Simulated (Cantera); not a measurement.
A closed system holds: 1 mol Ti, 0.75 mol O₂, 47 mol H₂, at 0.0360 bar.

Points: T (K) = 1573, 1598, 1623, 1648, 1673, 1698, 1723, 1748, 1773, 1798, 1823, 1848, 1873, 1898.

Cantera's Mixture.equilibrate('TP', solver="vcs", rtol=1e-11, max_steps=5000) on the NASA tables stopped like this:

```
*******************************************************************************
CanteraError thrown by VCS_SOLVE::solve_tp_inner:
vcs_solve_TP: ERROR on step change wt[12:TiO2(ru)]: -1.3877787807814457e-17 < 0.0
*******************************************************************************
```

Question: What got this run through?

Answer: Several could match; the one computed here: The failure is numerical, not chemical. The same input converged with solver="gibbs", rtol=1e-10, max_steps=50000, and the result passed a check of the equilibrium conditions:
```
log10 of partial pressures in bar; condensed amounts in mol
       T/K        H2         H       H2O       TiO    TiO(b)  Ti2O3(b)
      1573    -1.444    -5.113    -6.251   -10.124  0.001464    0.4993
      1598    -1.444    -4.996    -6.158    -9.830  0.001817    0.4991
      1623    -1.444    -4.882    -6.067    -9.545  0.002239    0.4989
      1648    -1.444    -4.772    -5.979    -9.269  0.002743    0.4986
      1673    -1.444    -4.666    -5.893    -9.002   0.00334    0.4983
      1698    -1.444    -4.562    -5.810    -8.743  0.004044     0.498
      1723    -1.444    -4.461    -5.729    -8.492  0.004869    0.4976
      1748    -1.444    -4.363    -5.651    -8.248  0.005832    0.4971
      1773    -1.444    -4.268    -5.574    -8.012   0.00695    0.4965
      1798    -1.445    -4.176    -5.500    -7.782  0.008241    0.4959
      1823    -1.445    -4.086    -5.428    -7.560  0.009725    0.4951
      1848    -1.445    -3.998    -5.357    -7.343   0.01142    0.4943
      1873    -1.445    -3.913    -5.288    -7.133   0.01335    0.4933
      1898    -1.446    -3.830    -5.221    -6.928   0.01553    0.4921
```

The gas is ideal and each condensed phase is pure. Mutual solubility and eutectic melting of coexisting phases are not modelled. TiO: taken at fixed stoichiometry.
